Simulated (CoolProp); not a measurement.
R407C at 377.62 K and 0.312 MPa flows at 2 m/s in a round tube of 4.6 mm bore and 0.25 µm roughness, fully developed (64/Re and Nu = 3.66 if laminar; Colebrook and Gnielinski if turbulent). Each further row changes one setting.

Computed with CoolProp (reference Helmholtz-energy equation of state, Lemmon 2003). It is a pseudo-pure fit of the blend.

| case | Reynolds number | Darcy friction factor | pressure drop (Pa/m) | heat-transfer coefficient (W/(m² K)) | mass flow (kg/h) |
|---|---|---|---|---|---|
| as stated | 5150 | 0.0371 | 141 | 73.1 | ? |
| velocity 4 m/s | 10300 | 0.0307 | ? | 134 | 2.09 |
| diameter 9.2 mm | 10300 | 0.0307 | 58.4 | 66.7 | ? |

### Question
Fill in the missing entries.

### Answer

- as stated, mass flow (kg/h): 1.05
- velocity 4 m/s, pressure drop (Pa/m): 468
- diameter 9.2 mm, mass flow (kg/h): 4.19

Viscosity comes from a separate model (Geller 2000). Thermal conductivity comes from a separate model (Geller 2001).
